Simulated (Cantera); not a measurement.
Charge: 1 mol Si(CH₃)₄, 1.1 mol C₂H₂, 1.2 mol H₂, held at 1977 °C and 0.100 bar.

Cantera equilibrium calculation (NASA polynomials, part measured and part estimated; ideal gas, pure solids and liquids). Candidate condensed phases: C, C₆H₆, C₇H₈, C₈H₁₈, Si, SiC; 87 gas species. Gases not in the tables: Si₂H₆ and higher silanes. Rates play no part.

Base state: H₂ 0.973, H 0.0232, C₂H₂ (acetylene) 0.00326, Si 0.000738, SiH 9.26e-5, SiC₂ 8.53e-5, Si₂C 5.11e-5, SiH₂ 4.54e-5 (mole fractions); condensed: C(graphite) + SiC(s).

Question: What changes in the equilibrium state with this change: temperature from 1977 °C to 1552 °C?

Answer: 
```tsv
species	before	after
H₂	0.973	0.998
H	0.0232	0.00139
C₂H₂ (acetylene)	0.00326	0.000214
Si	0.000738	1.23e-6
SiC₂	8.53e-5	2.06e-8
Si₂C	5.11e-5	1.48e-8
SiH	9.26e-5	4.12e-7
C(graphite), mol	5.15	5.20
SiC(s), mol	0.991	1.000
```
